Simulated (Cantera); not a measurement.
Thermodynamics of boron, boron nitride and boron oxide, feed BCl3 + H2O + N2 + H2

Feed: 1 mol BCl3, 0.26 mol H2O, 11 mol N2, 2.4 mol H2.

Method: chemical equilibrium by Gibbs-energy minimisation in Cantera with the NASA 1993 tables (ideal gas, pure condensed phases). Candidate condensed phases: B, BN, B2O3, B3O3H3, H2O, NH4Cl; 49 gas species. Mutual solubility and eutectic melting of coexisting phases are not modelled. The tables' values for BCl2 are old estimates. The numbers say what is thermodynamically allowed, not how fast it happens.

### Question
Map the stable condensed phases over T = 1723, 1773, 1823, 1873, 1923, 1973, 2023, 2073, 2123, 2173 K and P in Pa = 10, 32, 100, 320, 1000, 3200, 10000, 32000, 100000.

### Answer
```
T in K \ P in Pa
             10     32    100    320   1000   3200  10000  32000 100000
   2173       A      A      A      A      A      B      B      B      B
   2123       A      A      A      A      A      B      B      B      B
   2073       A      A      A      A      B      B      B      B      B
   2023       A      A      A      A      B      B      B      B      B
   1973       A      A      A      B      B      B      B      B      B
   1923       A      A      B      B      B      B      B      B      B
   1873       A      A      B      B      B      B      B      B      B
   1823       A      B      B      B      B      B      B      B      B
   1773       B      B      B      B      B      B      B      B      B
   1723       B      B      B      B      B      B      B      B      C
```
A: gas only; B: BN; C: BN + B2O3.
